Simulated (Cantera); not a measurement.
A perfectly stirred reactor is fed with 23.2 % H2, 16.1 % O2, 60.6 % N2, equivalence ratio 0.72, at 1.01 bar; it is adiabatic with a 300 K inlet, and is followed from long to short residence time, starting on the burning branch (τ in s: 0.43, 0.16, 0.061, 0.023, 0.0088, 0.0033, 0.0013, 0.00048, 0.00018, 6.9e-05, 2.6e-05).

Computed with Cantera and the H2/O2 subset of GRI-Mech 3.0, which has no nitrogen chemistry.

One state of this run: T (K) = 1852; x H2 = 0.0120; x O2 = 0.0525; x H = 0.00709; x OH = 0.0110; x HO2 = 1.91e-5; x H2O = 0.237. x: mole fraction; the columns are a selection and need not sum to one.

Task: Which value of τ (s) does it belong to?
A) 0.43
B) 0.00048
C) 0.061
D) 6.9e-5

Result: B, 0.00048
